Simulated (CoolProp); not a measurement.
Vapour-liquid equilibrium of R114 (1) + n-heptane (2) at 108.55 °C; x and y are mole fractions of (1).

The numbers come from the multi-fluid Helmholtz-energy mixture model, Platzer 1990 and Span 2003; pair parameters Bell 2016 in CoolProp. This equation is an older, rougher fit; its heat capacities, sound speeds and derivatives of the liquid may be far off and weren't checked against measurements.

Task: Give the bubble pressure and the first vapour's composition at x = 0.05, 0.65, 0.8. Is there an azeotrope?

Result: x = 0.05: 227.0 kPa, y = 0.411; x = 0.65: 1136 kPa, y = 0.923; x = 0.8: 1341 kPa, y = 0.953. No azeotrope shows between x = 0.05 and 0.95.

Pair parameters are fitted to limited data, so mixtures are less certain than the pure fluids. The gap from Raoult's law changes sign with composition, which may be real or a fault of the pair parameters; it wasn't checked against measurements.
